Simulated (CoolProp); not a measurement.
Vapour-liquid equilibrium of C2F6 (R116) (1) + R22 (2) at 232.5 K; x and y are mole fractions of (1).

Values from CoolProp's multi-fluid Helmholtz-energy mixture model, Lemmon 2006 and Kamei 1995; pair parameters Bell 2016.

Give the bubble pressure and the first vapour's composition at x = 0.15, 0.75, 0.85. Is there an azeotrope?

x = 0.15: 0.3338 MPa, y = 0.709; x = 0.75: 0.4913 MPa, y = 0.862; x = 0.85: 0.5085 MPa, y = 0.901. No azeotrope shows between x = 0.05 and 0.95.

Pair parameters are fitted to limited data, so mixtures are less certain than the pure fluids. With so large a gap from Raoult's law the liquid may split in two, which this calculation doesn't test in full.
